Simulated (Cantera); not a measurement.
Feed: 1 mol SiH2Cl2, 3.4 mol HCl, 400 mol H2, 0.33 mol C3H8, at 2448 K and 64000 Pa.

Equilibrium computed with Cantera from the NASA thermochemical tables; the gas is ideal and each condensed phase is pure. Candidate condensed phases: C, C6H6, C7H8, C8H18, Si, SiC; 109 gas species. The tables' values for SiCl are old estimates; treat these amounts as uncertain. Gases not in the tables: Si2H6 and higher silanes. Rates play no part.

Base state: H2 0.959, H 0.0244, HCl 0.0126, Si 0.00146, C2H2 (acetylene) 0.00108, SiH 0.000328, SiH2 0.000237, Cl 0.000228 (mole fractions); condensed: gas only.

**Question.** What changes in the equilibrium state with this change: SiH2Cl2 replaced by CH3SiCl3?

**Answer.** 
```tsv
species	before	after
H2	0.959	0.956
H	0.0244	0.0243
HCl	0.0126	0.0149
C2H2 (acetylene)	0.00108	0.00222
Si	0.00146	0.00137
SiC2	4.24e-5	8.19e-5
CH3	1.61e-5	2.29e-5
CH4	3.48e-5	4.95e-5
```
The feed counts by its element totals alone.

**Question.** What changes in the equilibrium state with this change: C3H8 from 0.33 to 0.013 mol?

**Answer.** 
```
species            before    after
----------------  -------  -------
H2                  0.959    0.960
H                  0.0244   0.0244
HCl                0.0126   0.0127
C2H2 (acetylene)  0.00108  3.22e-5
Si                0.00146  0.00159
SiC2              4.24e-5  1.37e-6
CH3               1.61e-5  2.78e-6
CH4               3.48e-5  6.01e-6
Si2C              9.10e-5  1.85e-5
```
